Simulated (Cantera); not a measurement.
Gas activation for diamond growth

An isothermal, constant-pressure homogeneous reactor starts with 0.850 % CH4, 98.8 % H2, 0.346 % O2, equivalence ratio 150, at 2950 K and 0.217 atm.

Model: GRI-Mech 3.0 (53 species, 325 reactions), integrated in Cantera.

| t (s) | x CH4 | x H2 | x O2 | x CO | x CH2 |
|---|---|---|---|---|---|
| 5.00e-5 | 0.00272 | 0.936 | 1.65e-7 | 0.000175 | 0.000215 |
| 0.000144 | 0.000539 | 0.913 | 1.91e-8 | 0.000681 | 0.000107 |
| 0.000416 | 0.000127 | 0.885 | 2.13e-8 | 0.00216 | 5.32e-5 |
| 0.00120 | 3.14e-5 | 0.837 | 5.86e-9 | 0.00486 | 3.14e-5 |
| 0.00347 | 3.61e-6 | 0.772 | 2.69e-11 | 0.00602 | 8.58e-6 |
| 0.0100 | 1.25e-6 | 0.744 | <1e-12 | 0.00598 | 4.04e-6 |
| 0.0289 | 1.23e-6 | 0.743 | <1e-12 | 0.00598 | 4.04e-6 |
| 0.0833 | 1.23e-6 | 0.743 | <1e-12 | 0.00598 | 4.04e-6 |
| 0.240 | 1.23e-6 | 0.743 | <1e-12 | 0.00598 | 4.04e-6 |
| 0.693 | 1.23e-6 | 0.743 | <1e-12 | 0.00598 | 4.04e-6 |
| 2.00 | 1.23e-6 | 0.743 | <1e-12 | 0.00598 | 4.04e-6 |
x: mole fraction; the columns are a selection and need not sum to one.

Equilibrium at this temperature and pressure: CH4 1.25e-6, H2 0.743, O2 <1e-12, CO 0.00598, CH2 4.10e-6 (gas phase only).
